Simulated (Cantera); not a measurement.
A closed system holds: 1 mol CH3SiCl3, 0.075 mol HCl, 250 mol H2, held at 2423.15 K.

These are equilibrium values from Cantera (NASA tables, ideal gas, pure condensed phases), not measurements of a reactor. Candidate condensed phases: C, C6H6, C7H8, C8H18, Si, SiC; 109 gas species. The feed counts by its element totals alone. Gases not in the tables: Si2H6 and higher silanes. Rates play no part.

### Question
Which condensed phases are stable at each of these points (P (Pa)): 100, 220, 460, 1000, 2200, 4600, 10000, 22000, 46000, 100000?

### Answer
```json
[
 {"P (Pa)": "100", "condensed phases": "gas only", "Si condensed (%)": "0.0"},
 {"P (Pa)": "220", "condensed phases": "gas only", "Si condensed (%)": "0.0"},
 {"P (Pa)": "460", "condensed phases": "gas only", "Si condensed (%)": "0.0"},
 {"P (Pa)": "1000", "condensed phases": "gas only", "Si condensed (%)": "0.0"},
 {"P (Pa)": "2200", "condensed phases": "gas only", "Si condensed (%)": "0.0"},
 {"P (Pa)": "4600", "condensed phases": "gas only", "Si condensed (%)": "0.0"},
 {"P (Pa)": "10000", "condensed phases": "gas only", "Si condensed (%)": "0.0"},
 {"P (Pa)": "22000", "condensed phases": "gas only", "Si condensed (%)": "0.0"},
 {"P (Pa)": "46000", "condensed phases": "gas only", "Si condensed (%)": "0.0"},
 {"P (Pa)": "100000", "condensed phases": "SiC(s)", "Si condensed (%)": "31.8"}
]
```

From 100 Pa to 46000 Pa nothing is condensed. At 100000 Pa the condensed part is SiC(s).
